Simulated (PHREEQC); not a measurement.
Consider water at 29 °C with 9.7 mmol/kgw H2S, 18 mmol/kgw NaHCO3 and 1.8 mmol/kgw FeCl2. Closed to the air; pH follows from the charge balance.

All values are PHREEQC results (ion-association model, phreeqc.dat), not measurements.

Precipitation was switched off in this run.

Question: Order these C species by the share of C that they hold, largest first: CO2, HCO3-, NaHCO3.

Answer: HCO3- (66 %), CO2 (33 %), NaHCO3 (0.50 %)

Question: Order these S species by the share of S that they hold, largest first: HS-, Fe(HS)3-, Fe(HS)2, H2S.

Answer: H2S (38 %), Fe(HS)2 (30 %), HS- (21 %), Fe(HS)3- (10 %)

The pH is 6.57 and the ionic strength 0.0179 mol/kgw. The solution is supersaturated, for example in Mackinawite, FeS(ppt), so a real one may precipitate; this is no full list.
